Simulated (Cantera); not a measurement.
Charge: 1 mol Fe(CO)₅, 0.16 mol CO, 13 mol N₂, equilibrated at 7.50 Torr.

These are equilibrium values from Cantera (NASA tables, ideal gas, pure condensed phases), not measurements of a reactor. Candidate condensed phases: C, Fe, Fe(CO)₅, FeO, Fe₂O₃, Fe₃O₄; 27 gas species. Condensed phases not in the tables: cementite and carbon dissolved in iron. The numbers say what is thermodynamically allowed, not how fast it happens.

Over these rows the condensed part is C(graphite) + Fe(α). Partial pressures as log10 of bar:

| T (K) | 1000/T (1/K) | log p CO₂ | log p N₂ | log p CO |
|---|---|---|---|---|
| 898 | 1.1136 | -4.35 | -2.14 | -2.56 |
| 948 | 1.0549 | -4.86 | -2.14 | -2.55 |
| 998 | 1.0020 | -5.32 | -2.14 | -2.55 |
| 1048 | 0.9542 | -5.75 | -2.15 | -2.55 |
| 1098 | 0.9107 | -6.13 | -2.15 | -2.55 |
| 1148 | 0.8711 | ? | -2.15 | -2.55 |

Problem. Fit log p(CO₂) = a + b·(1000/T) to the five rows, give the apparent enthalpy, and predict the row at 1148 K.

Solution. Means: 1000/T = 1.0071, log p = -5.282. Sxy = 0.226128, Sxx = 0.0257445, so b = 8.78 and a = -5.282 − (8.78)×1.0071 = -14.12.
Apparent enthalpy: −19.145 × (8.78) = -168 kJ/mol. With the condensed phases at unit activity, 2 CO(g) = CO₂(g) + C(graphite) links this pressure to the main gases: over the six rows their terms move log p by +0.02 in all, so the slope is close to that reaction's ΔH°. The five rows lie within 0.01 of the line.
Prediction at 1148 K: -14.12 + (8.78)×0.8711 = -6.47. The computed value is -6.48, 0.01 from the line.
